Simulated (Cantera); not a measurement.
Input: 1 mol SiC, 0.91 mol O2, 220 mol N2, at 10.0 mbar.

Equilibrium computed with Cantera from the NASA thermochemical tables; the gas is ideal and each condensed phase is pure. Candidate condensed phases: C, Si, SiC, SiO2, Si2N2O, Si3N4; 34 gas species. N2 is the only nitrogen source here; it is nearly inert below about 1500 K, so the nitride shown seldom forms there in practice. Mutual solubility and eutectic melting of coexisting phases are not modelled. The tables hold silica as quartz up to 1696 K and as liquid above; real silica turns to tridymite and cristobalite and melts near 1996 K. The numbers say what is thermodynamically allowed, not how fast it happens.

Task: Which condensed phases are stable at each of these points (T (K)): 1248, 1323, 1398, 1473, 1548, 1623, 1698, 1773, 1848, 1923?

Result: 
```tsv
T (K)	condensed phases	Si condensed (%)
1248	SiO2(β-quartz) + Si2N2O(s)	100.0
1323	SiO2(β-quartz) + Si2N2O(s)	99.9
1398	SiO2(β-quartz) + Si2N2O(s)	98.8
1473	SiO2(β-quartz) + Si2N2O(s)	89.1
1548	Si2N2O(s)	36.0
1623	Si2N2O(s)	36.0
1698	SiC(s) + Si2N2O(s)	11.2
1773	SiC(s)	8.2
1848	SiC(s)	6.2
1923	gas only	0.0
```

From 1248 K to 1473 K the condensed part is SiO2(β-quartz) + Si2N2O(s). From 1548 K to 1623 K the condensed part is Si2N2O(s). At 1698 K the condensed part is SiC(s) + Si2N2O(s). From 1773 K to 1848 K the condensed part is SiC(s). At 1923 K nothing is condensed.
